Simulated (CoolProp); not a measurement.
Aqueous magnesium chloride as a coolant, at 17 °C, 1 atm.

Computed with CoolProp (Melinder's fits for secondary coolants).

| mass % | freezing point (°C) | conductivity (W/(m K)) | viscosity (mPa s) | Prandtl number | cp (kJ/(kg K)) |
|---|---|---|---|---|---|
| 5.3 | -3.2 | 0.582 | 1.32 | 8.76 | 3.873 |
| 7.3 | -5.0 | 0.578 | 1.41 | 9.17 | 3.757 |
| 9.3 | -7.3 | 0.573 | 1.56 | 9.93 | 3.643 |
| 11.3 | -10.2 | 0.568 | 1.76 | 11.0 | 3.532 |
| 13.2 | -13.4 | 0.562 | 1.97 | 12.0 | 3.430 |
| 15.2 | -17.2 | 0.557 | 2.18 | 13.0 | 3.328 |
| 17.2 | -21.5 | 0.551 | 2.37 | 13.9 | 3.231 |
| 19.2 | -26.4 | 0.545 | 2.65 | 15.2 | 3.138 |
| 21.2 | -32.5 | 0.539 | 3.32 | 18.8 | 3.048 |
| 23.2 | -40.5 | 0.532 | 5.42 | 30.2 | 2.957 |
| 25.2 | -51.4 | 0.522 | 14.5 | 79.7 | 2.861 |
| 27.1 | -66.0 | 0.509 | 78.5 | 426 | 2.759 |
